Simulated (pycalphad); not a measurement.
An equivalent pycalphad script:

```python
from pycalphad import Database, equilibrium, calculate, variables as v
import numpy as np
db = Database('COST507.tdb')
comps = ['SN', 'ZR', 'VA']
phases = ['BCC_A2', 'BCT_A5', 'HCP_A3', 'LIQUID', 'OMEGA', 'SN2ZR', 'SN3ZR5', 'SNZR4']
from pycalphad.mapping import BinaryStrategy
m = BinaryStrategy(db, comps, phases, {v.X('ZR'): (0, 1, 0.02), v.T: (500, 2000, 10), v.P: 101325, v.N: 1})
m.do_map()
```

Computed with pycalphad from the COST 507 light-alloy database (1999), at 1 atm. The data set is of 1999 and partly superseded.

Three-phase equilibria found:

```json
[
 {"type": "eutectic", "reaction on cooling": "liquid → SN3ZR5 + bcc", "T (K)": "1868.5", "Zr in phase 1 (at.%)": "62.5", "Zr in phase 2 (at.%)": "82.9", "Zr in phase 3 (at.%)": "84.4"},
 {"type": "peritectoid", "reaction on cooling": "SN3ZR5 + bcc → SNZR4", "T (K)": "1595.5", "Zr in phase 1 (at.%)": "62.5", "Zr in phase 2 (at.%)": "80.0", "Zr in phase 3 (at.%)": "89.1"},
 {"type": "peritectic", "reaction on cooling": "liquid + SN3ZR5 → SN2ZR", "T (K)": "1433.3", "Zr in phase 1 (at.%)": "19.0", "Zr in phase 2 (at.%)": "33.3", "Zr in phase 3 (at.%)": "62.5"},
 {"type": "peritectoid", "reaction on cooling": "SNZR4 + bcc → hcp", "T (K)": "1254.0", "Zr in phase 1 (at.%)": "80.0", "Zr in phase 2 (at.%)": "94.1", "Zr in phase 3 (at.%)": "96.9"},
 {"type": "eutectic", "reaction on cooling": "liquid → bct (Sn) + SN2ZR", "T (K)": "502.0", "Zr in phase 1 (at.%)": "none", "Zr in phase 2 (at.%)": "0.56", "Zr in phase 3 (at.%)": "33.3"}
]
```

Phases 1 to 3 are ordered by rising Zr content. The map covers 500 K to 2000 K; reactions that its mapper missed or could not classify are not listed.

Database names, with the compositions (at.%) that they take in these runs: SN3ZR5: Zr 62 Sn 38; SNZR4: Zr 80 Sn 20; SN2ZR: Sn 67 Zr 33. An entry "none" or "no" means that the model of the phase leaves that element out.
